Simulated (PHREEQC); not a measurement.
0.013 g of hydrous ferric oxide (600 m²/g; 0.2 weak and 0.005 strong sites per Fe, Dzombak-Morel constants, diffuse double layer) in 1 kg of water with 0.001 mol/kgw of an inert sodium salt and 5.2e-08 mol/kgw Na2SO4 and 1.2e-06 mol/kgw MgCl2, at 25 °C; the pH is set by adding NaOH or the inert anion's acid. Oxygen is held at 0.21 atm. The system is closed to CO2. Nothing may precipitate in this run.

All values are PHREEQC results (ion-association model, wateq4f.dat), not measurements.

Q: Predict S sorbed (%) at pH = 4, 5.5, 7.5.

A: 
| pH | S sorbed (%) |
|---|---|
| 4 | 99.9 |
| 5.5 | 91.1 |
| 7.5 | 0.2 |

The oxide is taken as insoluble; below pH 4 it would dissolve.
